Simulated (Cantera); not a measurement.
A perfectly stirred reactor is fed with NO : N2 = 1 : 0.84 (molar parts), at 383 Torr; it is held at 1723 K, and followed from long to short residence time.

Detailed kinetics in Cantera: GRI-Mech 3.0 (53 species, 325 reactions).

Problem. Predict: x(NO) at τ = 1.20 s; x(NO2) at τ = 1.20 s; x(O2) at τ = 1.20 s; x(N2) at τ = 1.20 s; x(O) at τ = 1.20 s; x(NO) at τ = 15.0 ms; x(NO2) at τ = 15.0 ms; x(O2) at τ = 15.0 ms; x(N2) at τ = 15.0 ms; x(O) at τ = 15.0 ms.

Solution. 
```
Property                 Result
---------------------  --------
x(NO) at τ = 1.20 s       0.506
x(NO2) at τ = 1.20 s   0.000347
x(O2) at τ = 1.20 s      0.0185
x(N2) at τ = 1.20 s       0.475
x(O) at τ = 1.20 s      1.27e-5
x(NO) at τ = 15.0 ms      0.543
x(NO2) at τ = 15.0 ms  0.000132
x(O2) at τ = 15.0 ms   0.000152
x(N2) at τ = 15.0 ms      0.457
x(O) at τ = 15.0 ms     5.12e-6
```
